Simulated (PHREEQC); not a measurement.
Dissolve 0.061 mol/kgw H2SO4, 8.1e-05 mol/kgw CaCl2 and 0.11 mol/kgw KCl at 20 °C. It is in equilibrium with CO2 at log p = -3.5 (atm). Otherwise closed; pH follows from the charge balance.

Equilibrium calculation in PHREEQC: ion-association model, phreeqc.dat.

Q: The ionic strength comes out as 0.207 mol/kgw. What activity coefficients do SO4-2, H+, HSO4-, KSO4-, Cl- get?

A: SO4-2 0.29, H+ 0.80, HSO4- 0.75, KSO4- 0.75, Cl- 0.71.

This is a speciation only: nothing precipitates in the calculation. Complexes and solids missing from the database can't appear.
